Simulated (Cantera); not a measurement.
# NO annealing gas

An isothermal, constant-pressure homogeneous reactor starts with 6.25 % NO, 93.8 % N2, at 1775 K and 24.8 Torr.

Detailed kinetics in Cantera: GRI-Mech 3.0 (53 species, 325 reactions). Radical loss at walls, strong at low pressure, is not modelled.

```csv
t (s),x NO,x O,x N2O,x O2,x N2
2.00e-5,0.0625,4.75e-10,4.75e-10,<1e-12,0.938
8.13e-5,0.0625,1.93e-9,1.93e-9,<1e-12,0.938
0.000330,0.0625,7.86e-9,7.83e-9,1.20e-12,0.938
0.00134,0.0625,3.21e-8,3.16e-8,1.98e-11,0.938
0.00546,0.0625,1.32e-7,1.25e-7,3.30e-10,0.938
0.0222,0.0625,5.72e-7,4.48e-7,5.81e-9,0.938
0.0902,0.0625,2.80e-6,1.17e-6,1.28e-7,0.938
0.366,0.0625,1.12e-5,1.54e-6,3.70e-6,0.938
1.49,0.0624,1.59e-5,1.53e-6,4.29e-5,0.938
6.05,0.0620,1.75e-5,1.51e-6,0.000218,0.938
24.6,0.0605,2.29e-5,1.43e-6,0.000972,0.938
100,0.0537,3.86e-5,1.10e-6,0.00440,0.942
```
x: mole fraction; the columns are a selection and need not sum to one.

Equilibrium at this temperature and pressure: NO 0.00161, O 9.24e-5, N2O 1.88e-8, O2 0.0304, N2 0.968 (gas phase only).
